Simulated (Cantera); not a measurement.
A perfectly stirred reactor is fed with 54.1 % NH₃, 45.9 % N₂, at 0.0960 bar; it is held at 2148 K, and followed from long to short residence time.

Computed with Cantera and the gas-phase N/H chemistry of the illustrative SiF4/NH3 mechanism in the Surface Chemkin manual (1991). Walls and surfaces, which speed up NH3 decomposition in real reactors, are not modelled.

Task: Predict: x(NH₃) at τ = 4.40 s; x(N₂H₂) at τ = 4.40 s; x(N₂) at τ = 4.40 s; x(H₂) at τ = 4.40 s; x(N) at τ = 4.40 s; x(NH₃) at τ = 67.0 ms; x(N₂H₂) at τ = 67.0 ms; x(N₂) at τ = 67.0 ms; x(H₂) at τ = 67.0 ms; x(N) at τ = 67.0 ms.

Result: 
| Item | Result |
|---|---|
| x(NH₃) at τ = 4.40 s | 0.00550 |
| x(N₂H₂) at τ = 4.40 s | 5.18e-8 |
| x(N₂) at τ = 4.40 s | 0.473 |
| x(H₂) at τ = 4.40 s | 0.519 |
| x(N) at τ = 4.40 s | 3.63e-6 |
| x(NH₃) at τ = 67.0 ms | 0.258 |
| x(N₂H₂) at τ = 67.0 ms | 3.14e-6 |
| x(N₂) at τ = 67.0 ms | 0.466 |
| x(H₂) at τ = 67.0 ms | 0.274 |
| x(N) at τ = 67.0 ms | 2.51e-6 |
